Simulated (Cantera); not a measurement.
A Cantera script and its output.

```python
import numpy as np
import cantera as ct

gas = ct.Solution("gri30.yaml")
gas.TPX = 1275, 100000, {'N2O': 1, 'N2': 1.4, 'H2O': 0.017}
reactor = ct.IdealGasConstPressureReactor(gas, energy="off", clone=False)
net = ct.ReactorNet([reactor])
net.rtol, net.atol = 1e-08, 1e-18
show = ['N2O', 'O', 'NO', 'N2', 'NO2']
times = np.geomspace(2e-06, 60, 11)

steps = ct.SolutionArray(gas, extra=["t"])
rows = []
print(f"{'t/s':>10s}{'T/K':>9s}{'P/Pa':>11s}" + "".join(f"{s:>11s}" for s in show))
for t in times:
    while net.time < t:
        t_next = net.step()
        steps.append(gas.state, t=t_next)
    rows.append([np.interp(t, steps.t, y) for y in (steps.T, steps.P, *steps(*show).X.T)])
    print(f"{t:10.3e}{rows[-1][0]:9.1f}{rows[-1][1]:11.4g}" + "".join(f"{x:11.3e}" for x in rows[-1][2:]))
rate = np.gradient(steps.T, steps.t)
print("integrator steps:", len(steps.t))
if steps.T.max() > steps.T[0] + 200:
    print(f"time of steepest temperature rise: {steps.t[rate.argmax()]:.4e} s")
gas.TPX = 1275, 100000, {'N2O': 1, 'N2': 1.4, 'H2O': 0.017}
gas.equilibrate("TP")
print(f"equilibrium (TP): T = {gas.T:.1f} K  " + "  ".join(f"{s} {gas[s].X[0]:.3e}" for s in show))
```

It prints:

```
       t/s      T/K       P/Pa        N2O          O         NO         N2        NO2
 2.000e-06   1275.0      1e+05  4.137e-01  8.672e-07  2.184e-08  5.792e-01  4.048e-15
 1.119e-05   1275.0      1e+05  4.137e-01  3.333e-06  5.299e-07  5.792e-01  2.370e-12
 6.258e-05   1275.0      1e+05  4.137e-01  5.207e-06  6.570e-06  5.793e-01  4.642e-10
 3.501e-04   1275.0      1e+05  4.133e-01  5.192e-06  4.289e-05  5.794e-01  1.381e-07
 1.958e-03   1275.0      1e+05  4.115e-01  5.133e-06  2.323e-04  5.804e-01  1.208e-05
 1.095e-02   1275.0      1e+05  4.014e-01  4.946e-06  1.232e-03  5.859e-01  9.266e-05
 6.128e-02   1275.0      1e+05  3.507e-01  4.578e-06  6.313e-03  6.132e-01  1.932e-04
 3.428e-01   1275.0      1e+05  1.809e-01  3.389e-06  2.199e-02  7.052e-01  2.979e-04
 1.917e+00   1275.0      1e+05  1.479e-02  6.027e-07  3.187e-02  7.981e-01  3.307e-04
 1.073e+01   1275.0      1e+05  7.657e-07  4.432e-08  3.186e-02  8.068e-01  3.286e-04
 6.000e+01   1275.0      1e+05  2.842e-07  4.430e-08  3.183e-02  8.068e-01  3.283e-04
integrator steps: 1663
equilibrium (TP): T = 1275.0 K  N2O 2.134e-08  O 4.651e-08  NO 3.111e-04  N2 8.226e-01  NO2 3.370e-06
```

Detailed kinetics in Cantera: GRI-Mech 3.0 (53 species, 325 reactions). GRI-Mech 3.0 was tuned for natural gas; its chemistry of N2O as a main component is partial and can be far from experiment. The mechanism lacks the step 2 NO + O2 → 2 NO2, which can matter for NO2 below about 1400 K. The temperature is held fixed by assumption; the heat of reaction is taken as removed at once.
